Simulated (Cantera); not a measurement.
Charge: 1 mol Zr, 0.52 mol O2, 15 mol N2, held at 2123 K.

Cantera equilibrium calculation (NASA polynomials, part measured and part estimated; ideal gas, pure solids and liquids). Candidate condensed phases: Zr, ZrN, ZrO2; 13 gas species. Rates play no part.

**Question.** At 0.000750 Torr, list the 5 most abundant gas species with their mole fractions, and the condensed phases.

**Answer.** N2 0.940, ZrO 0.0594, ZrO2 0.000491, Zr 0.000368, O 2.42e-5. Condensed: ZrO2(tetragonal).
